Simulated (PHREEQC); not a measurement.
Consider water at 51 °C with 0.086 mol NH4HF2, 0.0002 mol (NH4)2SiF6, 0.0024 mol HBF4 and 0.0058 mol HCl per kg of water. Closed to the air; pH follows from the charge balance.

Model: ion-association model, phreeqc.dat, run in PHREEQC.

```json
[
 {"quantity": "pH", "before": "3.17", "after": "3.55"},
 {"quantity": "ionic strength (mol/kgw)", "before": "0.0874", "after": "0.00116"},
 {"quantity": "F- (mol/kgw)", "before": "0.0595", "after": "0.00109"},
 {"quantity": "HF2- (mol/kgw)", "before": "0.0192", "after": "3.45e-6"},
 {"quantity": "BF3OH- (mol/kgw)", "before": "1.94e-5", "after": "8.43e-8"},
 {"quantity": "SI of Quartz (SiO2)", "before": "-9.00", "after": "-2.07"}
]
```

Problem. What was changed between the two runs?
A) (NH4)2SiF6 from 0.0002 to 0.0001 mol/kgw
B) diluted 100-fold with water
C) NH4HF2 from 0.086 to 0.0774 mol/kgw
D) temperature from 51 to 25 °C
E) 0.00089 mol/kgw KHCO3 added

Solution. B, diluted 100-fold with water

No solid was allowed to form. Constants without temperature data keep their 25 °C values here. SiF6-2 is the database's only silicon fluoride. Real BF4- forms and hydrolyses slowly; the run takes it at equilibrium.
